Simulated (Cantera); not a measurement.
Input (Python, Cantera):

```python
import numpy as np
import cantera as ct

gas = ct.Solution("gri30.yaml")
gas.TPX = 1398, 960000, {'CH4': 1, 'O2': 2.06, 'N2': 20.4, 'H2O': 5.1}
reactor = ct.IdealGasConstPressureReactor(gas, energy="on", clone=False)
net = ct.ReactorNet([reactor])
net.rtol, net.atol = 1e-08, 1e-16
show = ['CH4', 'O2', 'H2O', 'CO2', 'CH3', 'H2']
times = np.geomspace(7e-06, 3, 15)

steps = ct.SolutionArray(gas, extra=["t"])
rows = []
print(f"{'t/s':>10s}{'T/K':>9s}{'P/Pa':>11s}" + "".join(f"{s:>11s}" for s in show))
for t in times:
    while net.time < t:
        t_next = net.step()
        steps.append(gas.state, t=t_next)
    rows.append([np.interp(t, steps.t, y) for y in (steps.T, steps.P, *steps(*show).X.T)])
    print(f"{t:10.3e}{rows[-1][0]:9.1f}{rows[-1][1]:11.4g}" + "".join(f"{x:11.3e}" for x in rows[-1][2:]))
rate = np.gradient(steps.T, steps.t)
print("integrator steps:", len(steps.t))
if steps.T.max() > steps.T[0] + 200:
    print(f"time of steepest temperature rise: {steps.t[rate.argmax()]:.4e} s")
gas.TPX = 1398, 960000, {'CH4': 1, 'O2': 2.06, 'N2': 20.4, 'H2O': 5.1}
gas.equilibrate("HP")
print(f"equilibrium (HP): T = {gas.T:.1f} K  " + "  ".join(f"{s} {gas[s].X[0]:.3e}" for s in show))
```

It prints:

```
       t/s      T/K       P/Pa        CH4         O2        H2O        CO2        CH3         H2
 7.000e-06   1398.0    9.6e+05  3.501e-02  7.213e-02  1.786e-01  1.641e-12  3.811e-07  3.195e-08
 1.768e-05   1398.0    9.6e+05  3.501e-02  7.213e-02  1.786e-01  3.321e-11  1.232e-06  1.200e-07
 4.463e-05   1398.0    9.6e+05  3.501e-02  7.213e-02  1.786e-01  8.640e-10  4.357e-06  5.510e-07
 1.127e-04   1398.0    9.6e+05  3.498e-02  7.211e-02  1.786e-01  2.002e-08  1.242e-05  3.066e-06
 2.846e-04   1398.4    9.6e+05  3.487e-02  7.205e-02  1.787e-01  1.907e-07  1.905e-05  1.711e-05
 7.187e-04   1400.8    9.6e+05  3.433e-02  7.172e-02  1.791e-01  1.506e-06  3.014e-05  1.133e-04
 1.815e-03   1637.7    9.6e+05  7.923e-03  4.165e-02  2.112e-01  2.090e-03  4.386e-04  1.146e-02
 4.583e-03   2092.2    9.6e+05  3.499e-18  2.596e-03  2.470e-01  3.437e-02  2.204e-18  8.849e-04
 1.157e-02   2092.2    9.6e+05  3.521e-18  2.587e-03  2.470e-01  3.437e-02  2.216e-18  8.862e-04
 2.922e-02   2092.0    9.6e+05  3.578e-18  2.563e-03  2.470e-01  3.437e-02  2.245e-18  8.894e-04
 7.379e-02   2091.7    9.6e+05  3.718e-18  2.506e-03  2.470e-01  3.437e-02  2.318e-18  8.973e-04
 1.863e-01   2091.0    9.6e+05  4.025e-18  2.391e-03  2.470e-01  3.435e-02  2.476e-18  9.140e-04
 4.705e-01   2090.1    9.6e+05  4.465e-18  2.248e-03  2.469e-01  3.434e-02  2.698e-18  9.366e-04
 1.188e+00   2089.7    9.6e+05  4.646e-18  2.196e-03  2.469e-01  3.433e-02  2.788e-18  9.455e-04
 3.000e+00   2089.7    9.6e+05  4.652e-18  2.194e-03  2.469e-01  3.433e-02  2.791e-18  9.458e-04
integrator steps: 2081
time of steepest temperature rise: 1.8332e-03 s
equilibrium (HP): T = 2089.7 K  CH4 5.637e-18  O2 2.194e-03  H2O 2.469e-01  CO2 3.433e-02  CH3 3.382e-18  H2 9.458e-04
```

Computed with Cantera and GRI-Mech 3.0 (53 species, 325 reactions).
